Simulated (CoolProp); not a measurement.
Aqueous sodium chloride as a coolant, at 18 °C, 1 atm.

Model: Melinder's fits for secondary coolants, in CoolProp.

| mass % | freezing point (°C) | cp (kJ/(kg K)) | viscosity (mPa s) | density (kg/m³) | conductivity (W/(m K)) |
|---|---|---|---|---|---|
| 4.8 | -2.9 | 3.936 | 1.13 | 1033 | 0.590 |
| 5.9 | -3.6 | 3.886 | 1.16 | 1041 | 0.589 |
| 7.1 | -4.4 | 3.834 | 1.18 | 1050 | 0.588 |
| 8.3 | -5.3 | 3.785 | 1.21 | 1059 | 0.587 |
| 9.4 | -6.1 | 3.742 | 1.24 | 1067 | 0.586 |
| 10.6 | -7.0 | 3.698 | 1.27 | 1076 | 0.585 |
| 11.7 | -7.9 | 3.658 | 1.30 | 1084 | 0.584 |
| 12.9 | -8.9 | 3.618 | 1.33 | 1093 | 0.583 |
| 14.1 | -10.0 | 3.578 | 1.37 | 1102 | 0.581 |
| 15.2 | -11.1 | 3.544 | 1.41 | 1111 | 0.580 |
| 16.4 | -12.3 | 3.508 | 1.45 | 1120 | 0.579 |
| 17.6 | -13.6 | 3.474 | 1.50 | 1130 | 0.578 |
